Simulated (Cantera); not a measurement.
A closed system holds: 1 mol SF₆, 0.71 mol O₂, 14 mol H₂, held at 2023.15 K and 3500000 Pa.

Equilibrium computed with Cantera from the NASA thermochemical tables; the gas is ideal and each condensed phase is pure. Candidate condensed phases: H₂O, H₂SO₄, S; 43 gas species. The ideal-gas law is rough above about 30 bar. Equilibrium is a limit: real reactors are often held back by kinetics, nucleation or transport.

Base state: H₂ 0.507, HF 0.352, H₂O 0.0833, H₂S 0.0547, SH 0.00176, S₂ 0.00108, H 0.000229, H₂F₂ 3.33e-5 (mole fractions); condensed: gas only.

**Question.** What changes in the equilibrium state with this change: temperature from 2023.15 K to 925 K?

**Answer.** 
```json
[
 {"species": "H₂", "before": "0.507", "after": "0.505"},
 {"species": "HF", "before": "0.352", "after": "0.353"},
 {"species": "H₂O", "before": "0.0833", "after": "0.0835"},
 {"species": "H₂S", "before": "0.0547", "after": "0.0588"},
 {"species": "SH", "before": "0.00176", "after": "1.70e-8"},
 {"species": "S₂", "before": "0.00108", "after": "3.65e-9"},
 {"species": "H", "before": "0.000229", "after": "<1e-9"},
 {"species": "S", "before": "2.06e-5", "after": "<1e-9"},
 {"species": "SO", "before": "1.93e-5", "after": "<1e-9"},
 {"species": "H₂F₂", "before": "3.33e-5", "after": "0.000228"}
]
```

**Question.** What changes in the equilibrium state with this change: temperature from 2023.15 K to 2998.15 K?

**Answer.** 
| species | before | after |
|---|---|---|
| H₂ | 0.507 | 0.509 |
| HF | 0.352 | 0.342 |
| H₂O | 0.0833 | 0.0779 |
| H₂S | 0.0547 | 0.0226 |
| H | 0.000229 | 0.0189 |
| SH | 0.00176 | 0.0172 |
| O | 1.29e-9 | 2.19e-5 |
| F | 7.17e-8 | 7.86e-5 |
| OH | 3.92e-6 | 0.000961 |
